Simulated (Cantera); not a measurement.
Thermodynamics of carbon deposition, reforming and gasification, feed C2H4 + O2

A closed system holds: 1 mol C2H4, 0.15 mol O2, at 9.00 mbar.

Cantera equilibrium calculation (NASA polynomials, part measured and part estimated; ideal gas, pure solids and liquids). Candidate condensed phases: C, C6H6, C7H8, C8H18, H2O; 131 gas species. Ions and electrons are included (thermal ionisation). Rates play no part.

```csv
T (K),x H,x H2,x C,x CO,x C3,x C2,x C2H2 (acetylene),n C(graphite)
2500,0.215,0.661,1.85e-5,0.116,5.52e-5,5.09e-6,0.00715,1.66
2750,0.466,0.418,0.000420,0.0996,0.00187,0.000181,0.0118,1.60
3000,0.687,0.170,0.00563,0.0793,0.0347,0.00352,0.0106,1.10
3250,0.740,0.0478,0.0307,0.0636,0.0901,0.0158,0.00214,0
3500,0.748,0.0144,0.0877,0.0586,0.0610,0.0257,0.000219,0
3750,0.711,0.00452,0.179,0.0541,0.0240,0.0263,1.82e-5,0
4000,0.680,0.00164,0.248,0.0513,0.00430,0.0147,1.13e-6,0
4250,0.670,0.000701,0.272,0.0504,0.000528,0.00600,6.98e-8,0
4500,0.668,0.000336,0.279,0.0500,6.91e-5,0.00241,5.35e-9,0
4750,0.667,0.000174,0.282,0.0495,1.07e-5,0.00104,5.24e-10,0
5000,0.665,9.63e-5,0.284,0.0479,2.00e-6,0.000482,6.46e-11,0
```
x: gas mole fraction; n: condensed amount in mol.

From 2500 K to 3000 K the condensed part is C(graphite). From 3250 K to 5000 K nothing is condensed. The main C-bearing gas is CO at 2500 K and C at 5000 K.
